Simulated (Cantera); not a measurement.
Feed: 1 mol SiCl4, 0.98 mol Cl2, 2.7 mol H2, 0.73 mol HCl, equilibrated at 0.130 bar.

These are equilibrium values from Cantera (NASA tables, ideal gas, pure condensed phases), not measurements of a reactor. Candidate condensed phases: Si; 19 gas species. The tables' values for SiCl3 are old estimates; treat these amounts as uncertain. Rates play no part. All values below are at 1000 °C.

Base state: HCl 0.508, H2 0.308, SiCl4 0.173, SiCl3 0.00568, SiHCl3 0.00420, SiCl2 0.00122, SiH2Cl2 1.41e-5 (mole fractions); condensed: gas only.

Question: What changes in the equilibrium state with this change: 0.21 mol NH3 added?

Answer: 
```json
[
 {"species": "HCl", "before": "0.508", "after": "0.473"},
 {"species": "H2", "before": "0.308", "after": "0.339"},
 {"species": "SiCl4", "before": "0.173", "after": "0.159"},
 {"species": "N2", "before": "0", "after": "0.0179"},
 {"species": "SiH2Cl2", "before": "1.41e-5", "after": "1.80e-5"},
 {"species": "SiCl2", "before": "0.00122", "after": "0.00142"},
 {"species": "SiHCl3", "before": "0.00420", "after": "0.00455"},
 {"species": "SiCl3", "before": "0.00568", "after": "0.00587"}
]
```
Further candidate phases: NH4Cl, Si3N4.
